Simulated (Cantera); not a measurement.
An adiabatic, constant-pressure homogeneous reactor starts with CH₃OH : O₂ : N₂ = 1 : 2.05 : 8.01 (molar parts), equivalence ratio 0.73, at 1150 K and 9.87 atm. Integrator tolerance rtol = 1e-08.

Detailed kinetics in Cantera: GRI-Mech 3.0 (53 species, 325 reactions). GRI-Mech 3.0 was tuned for natural gas; its chemistry of methanol as a main component is partial and can be far from experiment.

Q: What does this change do: initial temperature 1150 to 1475 K?

A: 
| quantity | before | after |
|---|---|---|
| time of steepest temperature rise | 3.88 ms | 45.4 µs |
| temperature at 0.200 s | 2502 K | 2700 K |
| equilibrium temperature | 2502 K | 2700 K |
| x(CH₃OH) at 0.200 s | <1e-12 (gas-phase equilibrium <1e-12) | <1e-12 (gas-phase equilibrium <1e-12) |
| x(O₂) at 0.200 s | 0.0433 (gas-phase equilibrium 0.0433) | 0.0435 (gas-phase equilibrium 0.0435) |
| x(H) at 0.200 s | 0.000315 (gas-phase equilibrium 0.000315) | 0.00108 (gas-phase equilibrium 0.00108) |
| x(N₂O) at 0.200 s | 1.60e-6 (gas-phase equilibrium 1.60e-6) | 2.21e-6 (gas-phase equilibrium 2.21e-6) |
| x(H₂) at 0.200 s | 0.00153 (gas-phase equilibrium 0.00153) | 0.00357 (gas-phase equilibrium 0.00357) |
